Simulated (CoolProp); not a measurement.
Dimethyl carbonate along the isobar 3.21 MPa: fugacity coefficient from the reference equation and from simpler models built on Tc = 557.0 K, pc = 4.909 MPa, ω = 0.346; each cubic takes its own stable root.

The numbers come from the reference Helmholtz-energy equation of state, Zhou 2011 in CoolProp.

```
T (K)   phase  reference  Redlich-Kwong  Soave-Redlich-Kwong  Peng-Robinson
-----  ------  ---------  -------------  -------------------  -------------
345.1  liquid    0.01850        0.04694              0.01823        0.01835
364    liquid          …        0.07671              0.03442        0.03428
383    liquid    0.05972         0.1177                    …        0.05944
402    liquid    0.09661         0.1709              0.09824        0.09640
420.9  liquid     0.1472         0.2364                    …         0.1473
439.9  liquid     0.2141              …               0.2203         0.2145
458.9  liquid     0.2980         0.4043               0.3075         0.2988
477.9  liquid     0.3993         0.5038               0.4122         0.4000
496.8  liquid     0.5164         0.6097               0.5316              …
515.8  liquid     0.6480         0.7194               0.6628         0.6433
534.8     gas     0.7472         0.7558               0.7491              …
553.7     gas     0.7765              …               0.7793         0.7607
```

Question: What belongs in the gaps?

Answer: 
- 364, reference: 0.03452
- 383, Soave-Redlich-Kwong: 0.06019
- 420.9, Soave-Redlich-Kwong: 0.1508
- 439.9, Redlich-Kwong: 0.3146
- 496.8, Peng-Robinson: 0.5157
- 534.8, Peng-Robinson: 0.7306
- 553.7, Redlich-Kwong: 0.7801
